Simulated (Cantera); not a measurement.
A Cantera script and what it prints.

```python
import numpy as np
import cantera as ct

gas_names = """
    CL CL2 H HCL H2 N NH NH2 NH3 N2 N2H2 N2H4 Sr SrCL SrCL2
""".split()
cond_names = """
    NH4CL(a) NH4CL(b) Sr(a) Sr(b) Sr(L) SrCL2(a) SrCL2(b) SrCL2(L)
""".split()


# ... load() reads the species with a 1 bar reference pressure and builds the phases ...
atoms = {
    'SrCl2': {'Sr': 1, 'CL': 2},
    'HCl': {'H': 1, 'CL': 1},
    'N2': {'N': 2},
}
top_T = {}  # K; cautious upper limits of use, not melting points


# ... equilibrate(T, P, feed) seeds the gas with the atoms and calls Mixture.equilibrate('TP', solver="vcs", rtol=1e-11, max_steps=5000) ...
results = []
feed = {'SrCl2': 1, 'HCl': 3.8, 'N2': 3}  # mol
T = 1825  # K
P = 64000  # Pa
mix = equilibrate(T, P, feed)
results.append((T, P, feed, dict(zip(mix.species_names, mix.species_moles))))
x = sorted(zip(gas.X, gas.species_names), reverse=True)
print(f"T = {T:g} K  P = {P:g} Pa  gas = {mix.phase_moles(0):.4g} mol")
print("   x: " + "  ".join(f"{s} {v:.3e}" for v, s in x if v > 1e-05))
print("   condensed (mol): " + ("  ".join(f"{mix.phase(i).name} {mix.phase_moles(i):.4g}"
      for i in range(1, mix.n_phases) if mix.phase_moles(i) > 1e-12) or "none"))
```

It prints:

```
T = 1825 K  P = 64000 Pa  gas = 7.085 mol
   x: HCL 5.316e-01  N2 4.234e-01  SrCL2 3.791e-02  CL 4.574e-03  H2 2.380e-03  CL2 1.064e-04  H 2.686e-05
   condensed (mol): SrCL2(L) 0.7314
```

These are equilibrium values from Cantera (NASA tables, ideal gas, pure condensed phases), not measurements of a reactor.
